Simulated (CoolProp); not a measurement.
The fluid at 420.45 K and 3.29 MPa flows at 0.19 m/s in a round tube of 4.6 mm bore and 45 µm roughness, fully developed (64/Re and Nu = 3.66 if laminar; Colebrook and Gnielinski if turbulent). The same conditions are run with several fluids, on thermodynamics alone (safety and materials aside).

Model: reference Helmholtz-energy equation of state of each fluid (c-C4F8 (RC318): Platzer 1990; R227EA: Lemmon 2016; normal hydrogen: Leachman 2009; C3F8 (R218): Lemmon 2006; C2F6 (R116): Lemmon 2006), in CoolProp. The equations of Platzer and Polt are older, rougher fits.

```
fluid            Reynolds number  Darcy friction factor  pressure drop (Pa/m)  heat-transfer coefficient (W/(m² K))  mass flow (kg/h)
---------------  ---------------  ---------------------  --------------------  ------------------------------------  ----------------
c-C4F8 (RC318)             11100                 0.0424                  50.9                                   348              3.47
R227EA                     10100                    [?]                  38.2                                   [?]              2.58
normal hydrogen              [?]                    [?]                  3.25                                   193            0.0212
C3F8 (R218)                 9280                 0.0433                   [?]                                   246              2.58
C2F6 (R116)                 5530                    [?]                  25.9                                   139              1.62
```

What belongs in the gaps?


- R227EA, Darcy friction factor: 0.0429
- R227EA, heat-transfer coefficient (W/(m² K)): 280
- normal hydrogen, Reynolds number: 145
- normal hydrogen, Darcy friction factor: 0.443
- C3F8 (R218), pressure drop (Pa/m): 38.5
- C2F6 (R116), Darcy friction factor: 0.0463

Transport values come from each fluid's own correlations; those of c-C4F8 (RC318), R227EA, C3F8 (R218), C2F6 (R116) are estimates that may be off by 10 % or more.
